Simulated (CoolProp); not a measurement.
Saturation properties of R1336mzz(Z).

Computed with CoolProp (reference Helmholtz-energy equation of state, McLinden 2020).

| T (K) | p (MPa) | liquid density (kg/m³) | liquid cp (kJ/(kg K)) |
|---|---|---|---|
| 328.8 | 0.2142 | 1281 | 1.286 |
| 333.2 | 0.2450 | … | … |
| 337.7 | 0.2800 | 1255 | 1.307 |
| 342.1 | 0.3178 | 1242 | 1.318 |
| 346.6 | 0.3603 | 1228 | … |
| 351.1 | 0.4071 | 1214 | 1.341 |
| 355.5 | 0.4572 | 1200 | 1.353 |
| 360 | 0.5131 | 1185 | 1.366 |

Question: What belongs in the gaps?

Answer: 
- 333.2, liquid density (kg/m³): 1268
- 333.2, liquid cp (kJ/(kg K)): 1.296
- 346.6, liquid cp (kJ/(kg K)): 1.329

It boils at 306.6 K under 1 atm.
